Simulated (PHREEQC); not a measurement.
Dissolve 17 mmol/kgw HF, 120 mmol/kgw NaF and 0.0074 mmol/kgw H4SiO4 at 20 °C. It is in equilibrium with CO2 at log p = -3.4 (atm). Otherwise closed; pH follows from the charge balance.

Computed with PHREEQC (ion-association model, wateq4f.dat).

The pH is 4.00 and the ionic strength is 0.116 mol/kgw. The total alkalinity comes out as -17.0 meq/kg.

```tsv
species	molality	activity	log γ
Na+	0.116	0.0898	-0.110
F-	0.111	0.0836	-0.124
HF	0.0113	0.0116	0.012
HF2-	0.00474	0.00357	-0.124
NaF	0.00421	0.00432	0.012
H2F2	0.000408	0.000419	0.012
H+	0.000123	0.000101	-0.086
```

No solid was allowed to form. SiF6-2 is the database's only silicon fluoride.
